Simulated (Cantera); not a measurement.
Premixed flame

A freely propagating, adiabatic, planar premixed flame of C2H4 : O2 : N2 : H2O = 1 : 3.85 : 14.5 : 0.76 (molar parts), equivalence ratio 0.78, unburnt at 550 K and 100000 Pa; mixture-averaged transport, grid criteria slope 0.08 and curve 0.16, no radiation.

Model: GRI-Mech 3.0 (53 species, 325 reactions), integrated in Cantera. GRI-Mech 3.0 was tuned for natural gas; its chemistry of ethylene as a main component is partial and can be far from experiment. Burning velocities carry a grid error of a few per cent, more on coarse grids.

```csv
z (mm),T (K),u (m/s),x C2H4,x O2,x H2O,x CO,x CO2,x CH4
-0.857,550,1.63,0.0497,0.191,0.0378,4.70e-7,1.22e-8,3.11e-8
-0.571,550,1.63,0.0497,0.191,0.0378,1.29e-5,5.39e-7,7.18e-7
-0.428,552,1.64,0.0496,0.191,0.0380,6.52e-5,3.32e-6,3.36e-6
-0.286,565,1.68,0.0493,0.190,0.0393,0.000591,4.45e-5,2.66e-5
-0.143,758,2.28,0.0433,0.174,0.0537,0.00954,0.00142,0.000355
-0.0714,1118,3.41,0.0276,0.143,0.0774,0.0295,0.00639,0.000894
0,1499,4.63,0.00829,0.105,0.102,0.0534,0.0166,0.000755
0.0714,1698,5.27,0.000810,0.0790,0.116,0.0599,0.0294,0.000203
0.143,1765,5.46,3.14e-5,0.0673,0.119,0.0523,0.0413,2.44e-5
0.286,1833,5.63,3.13e-8,0.0585,0.119,0.0371,0.0581,1.83e-7
0.571,1922,5.86,<1e-8,0.0526,0.119,0.0244,0.0722,<1e-8
1.14,2018,6.11,<1e-8,0.0491,0.123,0.0179,0.0796,<1e-8
2.29,2106,6.34,<1e-8,0.0464,0.128,0.0130,0.0851,<1e-8
```
x: mole fraction of selected species; z is measured from the peak of heat release.

```json
{
 "laminar_burning_velocity": "163 cm/s",
 "thermal_thickness": "0.286 mm",
 "peak x(CO)": "0.0602",
 "peak x(CH4)": "0.000968",
 "grid_points": "149"
}
```
